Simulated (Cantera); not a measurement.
A Cantera script and what it prints.

```python
import numpy as np
import cantera as ct

gas_names = """
    CL CLO CL2 H HCL HOCL HO2 H2 H2O H2O2 O OH O2 O3 Ti TiCL TiCL2 TiCL3 TiCL4 TiO TiOCL TiOCL2 TiO2
""".split()
cond_names = """
    H2O(s) H2O(L) Ti(a) Ti(b) Ti(L) TiCL2(s) TiCL3(s) TiCL4(L) TiO(a) TiO(b) TiO(L) TiO2(ru) TiO2(L)
    Ti2O3(a) Ti2O3(b) Ti2O3(L) Ti3O5(a) Ti3O5(b) Ti3O5(L) Ti4O7(s) Ti4O7(L)
""".split()


# ... load() reads the species with a 1 bar reference pressure and builds the phases ...
atoms = {
    'TiO2': {'Ti': 1, 'O': 2},
    'Cl2': {'CL': 2},
    'H2': {'H': 2},
}
top_T = {'TiCL2(s)': 1300, 'TiCL3(s)': 1000}  # K; cautious upper limits of use, not melting points


# ... equilibrate(T, P, feed) seeds the gas with the atoms and calls Mixture.equilibrate('TP', solver="vcs", rtol=1e-11, max_steps=5000) ...
results = []
feed = {'TiO2': 1, 'Cl2': 46, 'H2': 0.38}  # mol
P = 1000  # Pa
for T in [623, 723, 823, 923, 1023, 1123, 1223, 1323, 1423, 1523, 1623, 1723, 1823, 1923]:
    mix = equilibrate(T, P, feed)
    results.append((T, P, feed, dict(zip(mix.species_names, mix.species_moles))))

top = {s: max(r[3][s] / sum(r[3][g] for g in gas_names) for r in results) for s in gas_names}
cols = sorted((s for s in top if top[s] > 1e-05), key=lambda s: -top[s])[:8]
seen = [c for c in cond_names if any(r[3].get(c, 0) > 1e-12 for r in results)]
print("log10 of partial pressures in bar; condensed amounts in mol")
print(f"{'T/K':>10s}" + "".join(f"{s[:9]:>10s}" for s in cols + seen))
for T, P, feed, n in results:
    ng = sum(n[g] for g in gas_names)
    print(f"{T:10.4g}" + "".join(f"{np.log10(max(n[s] / ng * P / 1e5, 1e-99)):10.3f}" for s in cols)
          + "".join(f"{n.get(c, 0):10.4g}" for c in seen))
```

Output:

```
log10 of partial pressures in bar; condensed amounts in mol
       T/K       CL2        CL       HCL     TiCL4        O2    TiOCL2     TiCL3         O  TiO2(ru)
       623    -2.007    -8.318    -3.786    -7.906    -8.035   -23.688   -21.882   -21.781    0.9999
       723    -2.007    -6.891    -3.786    -6.922    -6.931   -19.648   -18.318   -18.314    0.9994
       823    -2.007    -5.807    -3.786    -6.139    -6.140   -16.578   -15.584   -15.708    0.9966
       923    -2.008    -4.956    -3.786    -5.527    -5.527   -14.180   -13.445   -13.667    0.9862
      1023    -2.010    -4.270    -3.787    -5.037    -5.038   -12.257   -11.728   -12.026    0.9573
      1123    -2.018    -3.707    -3.790    -4.643    -4.643   -10.685   -10.323   -10.678    0.8934
      1223    -2.037    -3.242    -3.798    -4.327    -4.328    -9.381    -9.157    -9.558    0.7753
      1323    -2.081    -2.859    -3.817    -4.088    -4.089    -8.291    -8.182    -8.619    0.5927
      1423    -2.166    -2.553    -3.851    -3.930    -3.932    -7.381    -7.371    -7.837    0.3666
      1523    -2.313    -2.324    -3.903    -3.869    -3.870    -6.631    -6.705    -7.193    0.1751
      1623    -2.539    -2.170    -3.965    -3.913    -3.913    -6.024    -6.172    -6.677    0.1337
      1723    -2.837    -2.083    -4.017    -4.055    -4.045    -5.541    -5.755    -6.268     0.267
      1823    -3.173    -2.040    -4.050    -4.267    -4.221    -5.156    -5.433    -5.932    0.4474
      1923    -3.513    -2.022    -4.067    -4.531    -4.385    -4.849    -5.201    -5.634     0.557
```

Equilibrium computed with Cantera from the NASA thermochemical tables; the gas is ideal and each condensed phase is pure. Condensed phases not in the tables: TiOCl.
